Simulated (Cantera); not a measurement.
## Stirred combustor or abatement burner

A perfectly stirred reactor is fed with 4.59 % CH4, 11.9 % O2, 83.5 % N2, at 750 Torr; it is adiabatic with a 650 K inlet, and is followed from long to short residence time, starting on the burning branch (τ in s: 0.024, 0.015, 0.0095, 0.0059, 0.0037, 0.0023, 0.0014, 0.0009, 0.00056, 0.00035, 0.00022, 0.00014, 8.5e-05).

Cantera simulation using GRI-Mech 3.0 (53 species, 325 reactions); the numbers are that mechanism's predictions, not measurements.

```json
[
 {"τ (s)": "0.024", "T (K)": "1668", "x CH4": "3.07e-5", "x O2": "0.0280", "x CH3": "5.44e-6", "x C2H4": "1.01e-8", "x O": "0.000298", "x NO": "1.17e-5"},
 {"τ (s)": "0.015", "T (K)": "1661", "x CH4": "4.15e-5", "x O2": "0.0282", "x CH3": "7.02e-6", "x C2H4": "1.44e-8", "x O": "0.000392", "x NO": "1.19e-5"},
 {"τ (s)": "0.0095", "T (K)": "1653", "x CH4": "5.59e-5", "x O2": "0.0285", "x CH3": "9.00e-6", "x C2H4": "2.03e-8", "x O": "0.000508", "x NO": "1.20e-5"},
 {"τ (s)": "0.0059", "T (K)": "1642", "x CH4": "7.69e-5", "x O2": "0.0290", "x CH3": "1.17e-5", "x C2H4": "2.96e-8", "x O": "0.000656", "x NO": "1.22e-5"},
 {"τ (s)": "0.0037", "T (K)": "1629", "x CH4": "0.000107", "x O2": "0.0295", "x CH3": "1.54e-5", "x C2H4": "4.45e-8", "x O": "0.000828", "x NO": "1.21e-5"},
 {"τ (s)": "0.0023", "T (K)": "1612", "x CH4": "0.000151", "x O2": "0.0303", "x CH3": "2.05e-5", "x C2H4": "7.12e-8", "x O": "0.00102", "x NO": "1.16e-5"},
 {"τ (s)": "0.0014", "T (K)": "1590", "x CH4": "0.000226", "x O2": "0.0314", "x CH3": "2.86e-5", "x C2H4": "1.26e-7", "x O": "0.00123", "x NO": "1.05e-5"},
 {"τ (s)": "0.00090", "T (K)": "1565", "x CH4": "0.000338", "x O2": "0.0328", "x CH3": "3.97e-5", "x C2H4": "2.35e-7", "x O": "0.00138", "x NO": "9.00e-6"},
 {"τ (s)": "0.00056", "T (K)": "1530", "x CH4": "0.000569", "x O2": "0.0351", "x CH3": "6.10e-5", "x C2H4": "5.57e-7", "x O": "0.00143", "x NO": "6.76e-6"},
 {"τ (s)": "0.00035", "T (K)": "1460", "x CH4": "0.00149", "x O2": "0.0411", "x CH3": "0.000136", "x C2H4": "3.35e-6", "x O": "0.000932", "x NO": "2.93e-6"},
 {"τ (s)": "0.00022", "T (K)": "650", "x CH4": "0.0459", "x O2": "0.119", "x CH3": "<1e-12", "x C2H4": "<1e-12", "x O": "<1e-12", "x NO": "<1e-12"},
 {"τ (s)": "0.00014", "T (K)": "650", "x CH4": "0.0459", "x O2": "0.119", "x CH3": "<1e-12", "x C2H4": "<1e-12", "x O": "<1e-12", "x NO": "<1e-12"},
 {"τ (s)": "8.5e-5", "T (K)": "650", "x CH4": "0.0459", "x O2": "0.119", "x CH3": "<1e-12", "x C2H4": "<1e-12", "x O": "<1e-12", "x NO": "<1e-12"}
]
```
x: mole fraction; the columns are a selection and need not sum to one.
